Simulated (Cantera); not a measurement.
A diamond (100) surface in a fixed gas of H2 with x(CH4) = 0.0022, x(H) = 0.00031, at 950 K, 70.5 Torr; coverages are run to steady state.

Model: the Harris–Goodwin 1993 mechanism for the reconstructed diamond (100) surface, integrated in Cantera.

θ: site fractions in the mechanism's names (c6HH fully hydrogenated, c6H* and c6*H radical sites, c6** diradical, c6HM methylated).

| x(CH3) | growth (µm/h) | θ c6HH | θ c6H* | θ c6*H | θ c6** | θ c6HM |
|---|---|---|---|---|---|---|
| 1e-06 | 0.0338 | 0.648 | 0.0139 | 0.330 | 0.00570 | 0.00188 |
| 2.2e-06 | 0.0741 | 0.646 | 0.0138 | 0.329 | 0.00568 | 0.00413 |
| 4.6e-06 | 0.154 | 0.643 | 0.0138 | 0.327 | 0.00563 | 0.00859 |
| 1e-05 | 0.330 | 0.634 | 0.0136 | 0.322 | 0.00554 | 0.0184 |
| 2.1e-05 | 0.673 | 0.618 | 0.0132 | 0.314 | 0.00535 | 0.0376 |
| 4.6e-05 | 1.39 | 0.585 | 0.0125 | 0.297 | 0.00497 | 0.0773 |
| 9.9e-05 | 2.65 | 0.526 | 0.0112 | 0.266 | ___ | 0.148 |
| 0.00021 | 4.54 | 0.437 | 0.00924 | 0.219 | ___ | 0.254 |
| 0.00046 | 6.98 | 0.323 | 0.00671 | 0.159 | ___ | 0.391 |

Q: Complete the blanks.

A: 
- 9.9e-05, θ c6**: 0.00430
- 0.00021, θ c6**: 0.00331
- 0.00046, θ c6**: 0.00209
